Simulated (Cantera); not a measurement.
An isothermal, constant-pressure homogeneous reactor starts with 3.38 % H₂, 24.2 % O₂, 72.5 % N₂, equivalence ratio 0.070, at 1100 K and 3.68 Torr.

Cantera simulation using GRI-Mech 3.0 (53 species, 325 reactions); the numbers are that mechanism's predictions, not measurements. Radical loss at walls, strong at low pressure, is not modelled. The temperature is held fixed by assumption; the heat of reaction is taken as removed at once.

One state of this run: x H₂ = 1.83e-6; x O₂ = 0.228; x OH = 5.59e-5; x NO = 7.69e-7; x H₂O = 0.0344; x N₂O = 5.81e-9; x H₂O₂ = 4.04e-9. x: mole fraction; the columns are a selection and need not sum to one.

### Question
Which value of t (s) does it belong to?
(A) 0.000350
(B) 0.00204
(C) 13.7
(D) 0.404

### Answer
C, 13.7
